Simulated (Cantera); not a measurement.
An isothermal, constant-pressure homogeneous reactor starts with N₂O : H₂O = 1 : 0.026 (molar parts), at 1225 K and 7.50 Torr.

Computed with Cantera and GRI-Mech 3.0 (53 species, 325 reactions). GRI-Mech 3.0 was tuned for natural gas; its chemistry of N2O as a main component is partial and can be far from experiment. Radical loss at walls, strong at low pressure, is not modelled. The mechanism lacks the step 2 NO + O2 → 2 NO2, which can matter for NO2 below about 1400 K. The temperature is held fixed by assumption; the heat of reaction is taken as removed at once.

### Question
Predict: x(N₂O) at 7.00 s; x(H₂O) at 7.00 s; x(O₂) at 7.00 s; x(NO) at 7.00 s; x(H₂O₂) at 7.00 s; x(HO₂) at 7.00 s.

### Answer
| Property | Result |
|---|---|
| x(N₂O) at 7.00 s | 0.870 (gas-phase equilibrium 1.70e-9) |
| x(H₂O) at 7.00 s | 0.0244 (gas-phase equilibrium 0.0170) |
| x(O₂) at 7.00 s | 0.0314 (gas-phase equilibrium 0.328) |
| x(NO) at 7.00 s | 0.00673 (gas-phase equilibrium 0.000270) |
| x(H₂O₂) at 7.00 s | 2.51e-9 (gas-phase equilibrium 2.91e-11) |
| x(HO₂) at 7.00 s | 7.58e-7 (gas-phase equilibrium 3.21e-9) |
